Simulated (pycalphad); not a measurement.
All values are pycalphad results on the COST 507 light-alloy database (1999) (1 atm), not direct measurements. The data set is of 1999 and partly superseded. Kinetics are ignored, which matters at the lower temperatures.

Q: How does the equilibrium phase assembly of Cu-30.85Si (at.%) change on cooling from 2350 K to 550 K?

A: 
| T (K) | phases above | phases below |
|---|---|---|
| 1078.5 | liquid | diamond (Si) + liquid |
| 1073.7 | diamond (Si) + liquid | CU19SI6_ETA + diamond (Si) |
Changes were sought between steps of 100 K, so a narrower field can be missed.

Database names, with the compositions (at.%) that they take in these runs: CU19SI6_ETA: Cu 76 Si 24.
